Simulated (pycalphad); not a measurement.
Source of the numbers: pycalphad with the COST 507 light-alloy database (1999); pressure 1 atm. The database dates from 1999; later assessments differ in places, in temperatures and in the compounds included. Amounts are mole fractions of atoms. Diffusion is slow at the low end, where real alloys seldom reach equilibrium.

Q: Give the equilibrium state of Al-14.6C (at.%) at 1100 K.

A: liquid, fraction 0.659, with <0.01 C at.%; AL4C3, fraction 0.341, with 42.9 C at.%.

Q: Give the equilibrium state of Al-14.6C (at.%) at 500 K.

A: 
```
T = 500.00 K, P = 101325 Pa, N = 1 mol of atoms
G = -23472 J/mol, H = -5950 J/mol, S = 35.04 J/(mol K)  (SER reference)
chemical potentials (J/mol): Al -15579, C -69641
phase             fraction      x(Al)       x(C)
FCC_A1              0.6593     1.0000      1e-14
AL4C3               0.3407     0.5714     0.4286
```

Database names, with the compositions (at.%) that they take in these runs: AL4C3: Al 57 C 43. FCC_A1 is fcc.
